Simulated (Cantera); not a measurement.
# Diamond growth

A diamond (100) surface in a fixed gas of H2 with x(CH4) = 0.03, x(H) = 0.00026, x(CH3) = 3.1e-05, at 1400 K; coverages are run to steady state.

Cantera simulation using the Harris–Goodwin 1993 mechanism for the reconstructed diamond (100) surface; the numbers are that mechanism's predictions, not measurements.

```tsv
P (Pa)	growth (µm/h)	θ c6HH	θ c6H*	θ c6*H	θ c6**
310	5.13e-5	0.536	0.0445	0.407	0.0118
590	0.000178	0.545	0.0437	0.400	0.0114
1100	0.000596	0.550	0.0432	0.396	0.0112
2100	0.00208	0.552	0.0430	0.394	0.0111
4000	0.00705	0.554	0.0429	0.392	0.0110
7700	0.0234	0.554	0.0428	0.392	0.0110
15000	0.0738	0.555	0.0428	0.391	0.0109
28000	0.200	0.555	0.0427	0.391	0.0109
```
θ: site fractions in the mechanism's names (c6HH fully hydrogenated, c6H* and c6*H radical sites, c6** diradical, c6HM methylated).
